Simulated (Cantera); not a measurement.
An isothermal plug-flow reactor at 975 K and 88000 Pa (inlet), inlet velocity 3.4 m/s, active area per volume 1200 1/m; feed H2 : O2 : N2 = 0.022 : 0.078 : 0.79 (molar parts), equivalence ratio 0.14.

Computed with Cantera and Deutschmann's 1995 Pt surface mechanism with GRI-Mech 3.0 gas chemistry. Catalytic surfaces can have several steady states; this one follows from the mechanism file's or the stated starting coverage. Mass transfer to the wall is taken as infinitely fast.

x: gas mole fraction; θ: surface coverage.

```csv
z (m),x H2,x O2,x H2O,θ free Pt,θ O*,θ OH*
0.00012,0.0123,0.0819,0.0126,0.340,0.657,0.00308
0.00024,[?],0.0797,[?],[?],0.732,0.00299
0.00046,0.00378,0.0780,0.0212,0.221,0.776,0.00291
0.0009,0.00112,0.0767,0.0239,0.198,0.799,0.00288
0.0017,[?],0.0763,0.0249,0.191,0.806,0.00286
0.0033,2.33e-6,0.0762,0.0250,0.190,0.807,0.00286
0.0064,9.45e-10,0.0762,0.0250,0.190,0.807,0.00286
0.012,9.71e-11,0.0762,0.0250,0.190,0.807,0.00286
```

Q: Some entries are withheld; supply them.

A: 
- 0.00024, x H2: 0.00763
- 0.00024, x H2O: 0.0173
- 0.00024, θ free Pt: 0.265
- 0.0017, x H2: 0.000140
